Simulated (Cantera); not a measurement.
Charge: 1 mol MgO, 0.59 mol I2, 0.73 mol O2, at 1150 °C and 100000 Pa.

Equilibrium computed with Cantera from the NASA thermochemical tables; the gas is ideal and each condensed phase is pure. Candidate condensed phases: I2, Mg, MgI2, MgO; 10 gas species. Kinetics and transport are ignored.

Base state: O2 0.450, I 0.371, I2 0.178 (mole fractions); condensed: MgO(s).

### Question
What changes in the equilibrium state with this change: temperature from 1150 °C to 1350 °C?

### Answer
```json
[
 {"species": "I", "before": "0.371", "after": "0.521"},
 {"species": "O2", "before": "0.450", "after": "0.409"},
 {"species": "I2", "before": "0.178", "after": "0.0697"},
 {"species": "O", "before": "9.06e-7", "after": "1.22e-5"},
 {"species": "MgO(s), mol", "before": "1.00", "after": "1.000"}
]
```

### Question
What changes in the equilibrium state with this change: I2 from 0.59 to 0.031 mol?

### Answer
```tsv
species	before	after
O2	0.450	0.927
I	0.371	0.0671
I2	0.178	0.00583
MgO(s), mol	1.00	1.00
```
